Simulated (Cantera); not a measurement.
An isothermal, constant-pressure homogeneous reactor starts with 4.17 % NH3, 95.8 % H2, at 2200 K and 35.3 Torr.

Model: the gas-phase N/H chemistry of the illustrative SiF4/NH3 mechanism in the Surface Chemkin manual (1991), integrated in Cantera. Walls and surfaces, which speed up NH3 decomposition in real reactors, are not modelled.

x: mole fraction; the columns are a selection and need not sum to one.

```csv
t (s),x NH3,x H2,x N2H2,x N,x NH2,x NH
7.00e-6,0.0417,0.958,<1e-12,<1e-12,5.01e-7,1.37e-11
2.36e-5,0.0417,0.958,<1e-12,<1e-12,1.25e-6,1.92e-10
7.93e-5,0.0417,0.958,6.77e-12,3.47e-12,3.74e-6,2.35e-9
0.000267,0.0417,0.958,8.66e-11,1.45e-10,1.21e-5,2.72e-8
0.000899,0.0416,0.958,___,___,___,___
0.00303,0.0415,0.957,___,___,___,___
0.0102,0.0403,0.956,3.47e-7,3.32e-6,0.000330,2.14e-5
0.0343,0.0324,0.960,3.78e-7,4.72e-6,0.000321,2.52e-5
0.116,0.0144,0.968,1.72e-7,5.25e-6,0.000193,2.06e-5
0.389,0.000258,0.965,1.66e-9,4.33e-6,1.23e-5,4.73e-6
1.31,3.43e-6,0.955,1.18e-12,2.99e-7,2.83e-7,1.89e-7
4.41,6.56e-7,0.955,<1e-12,5.76e-8,5.43e-8,3.63e-8
14.9,1.91e-7,0.955,<1e-12,1.67e-8,1.58e-8,1.05e-8
50.0,9.66e-8,0.955,<1e-12,8.48e-9,8.00e-9,5.34e-9
```

Task: Some entries are withheld; supply them.

Result: 
- 0.000899, x N2H2: 1.37e-9
- 0.000899, x N: 5.65e-9
- 0.000899, x NH2: 4.02e-5
- 0.000899, x NH: 3.09e-7
- 0.00303, x N2H2: 2.87e-8
- 0.00303, x N: 2.06e-7
- 0.00303, x NH2: 0.000133
- 0.00303, x NH: 3.39e-6
